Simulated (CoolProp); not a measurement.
The numbers come from the reference Helmholtz-energy equation of state, Pan 2012 in CoolProp.

Question: For R236FA, give the phase and the density (kg/m³), Joule-Thomson coefficient (K/MPa), expansivity (1/kK), fugacity coefficient at 71.85 °C and 4.34 MPa.

Answer: 
- 71.85 °C and 4.34 MPa: liquid; density 1210, Joule-Thomson coefficient 0.0965, expansivity 3.35, fugacity coefficient 0.223
